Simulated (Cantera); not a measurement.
## Hydrocarbon pyrolysis for carbon deposition

A perfectly stirred reactor is fed with CH4 : N2 = 1 : 2.7 (molar parts), at 88000 Pa; it is held at 1325 K, and followed from long to short residence time.

Computed with Cantera and GRI-Mech 3.0 (53 species, 325 reactions). GRI-Mech 3.0 stops at C3 and has no aromatics, soot or wall deposition, so with more carbon than oxygen in the feed, carbon stays in small species such as C2H2 where larger ones or solid carbon would form.

| τ (s) | x CH4 | x C2H6 | x C2H4 | x H2 | x HCN |
|---|---|---|---|---|---|
| 22 | 0.205 | 0.000101 | 0.00368 | 0.0739 | 8.81e-12 |
| 7.7 | 0.240 | 0.000169 | 0.00165 | 0.0345 | 2.11e-12 |
| 2.7 | 0.258 | 0.000239 | 0.00113 | 0.0136 | <1e-12 |
| 0.95 | 0.266 | 0.000265 | 0.000744 | 0.00444 | <1e-12 |
| 0.33 | 0.269 | 0.000219 | 0.000306 | 0.00119 | <1e-12 |
| 0.12 | 0.270 | 0.000130 | 7.51e-5 | 0.000314 | <1e-12 |
| 0.041 | 0.270 | 5.33e-5 | 1.19e-5 | 8.31e-5 | <1e-12 |
| 0.014 | 0.270 | 1.74e-5 | 1.97e-6 | 2.51e-5 | <1e-12 |
| 0.0050 | 0.270 | 4.70e-6 | 3.77e-7 | 8.41e-6 | <1e-12 |
| 0.0017 | 0.270 | 7.11e-7 | 4.91e-8 | 2.71e-6 | <1e-12 |
| 0.00061 | 0.270 | 5.63e-8 | 3.70e-9 | 9.44e-7 | <1e-12 |
x: mole fraction; the columns are a selection and need not sum to one.
